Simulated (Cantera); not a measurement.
A closed system holds: 1 mol SiH2Cl2, 19 mol H2, at 4.20 mbar.

Method: chemical equilibrium by Gibbs-energy minimisation in Cantera with the NASA 1993 tables (ideal gas, pure condensed phases). Candidate condensed phases: Si; 19 gas species. Gases not in the tables: Si2H6 and higher silanes. Rates play no part.

Problem. Which condensed phases are stable at each of these points (T (K)): 1250, 1350, 1450, 1550, 1650, 1750, 1850, 1950, 2050?

Solution. 
```tsv
T (K)	condensed phases	Si condensed (%)
1250	Si(s)	71.5
1350	Si(s)	70.4
1450	Si(s)	69.2
1550	Si(s)	67.9
1650	Si(s)	66.7
1750	Si(l)	67.0
1850	Si(l)	66.2
1950	Si(l)	57.9
2050	Si(l)	28.2
```

From 1250 K to 1650 K the condensed part is Si(s). From 1750 K to 2050 K the condensed part is Si(l).
